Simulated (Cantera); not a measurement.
An isothermal, constant-pressure homogeneous reactor starts with NO : N2 = 1 : 2.8 (molar parts), at 1850 K and 0.0434 atm.

Detailed kinetics in Cantera: GRI-Mech 3.0 (53 species, 325 reactions). Radical loss at walls, strong at low pressure, is not modelled.

Q: Predict: x(NO) at 200 s; x(N2O) at 200 s; x(O2) at 200 s; x(N2) at 200 s; x(NO2) at 200 s; x(O) at 200 s.

A: 
```json
{
 "x(NO) at 200 s": "0.0138 (gas-phase equilibrium 0.00405)",
 "x(N2O) at 200 s": "1.06e-7 (gas-phase equilibrium 5.09e-8)",
 "x(O2) at 200 s": "0.125 (gas-phase equilibrium 0.129)",
 "x(N2) at 200 s": "0.861 (gas-phase equilibrium 0.866)",
 "x(NO2) at 200 s": "5.03e-6 (gas-phase equilibrium 1.51e-6)",
 "x(O) at 200 s": "0.000327 (gas-phase equilibrium 0.000333)"
}
```
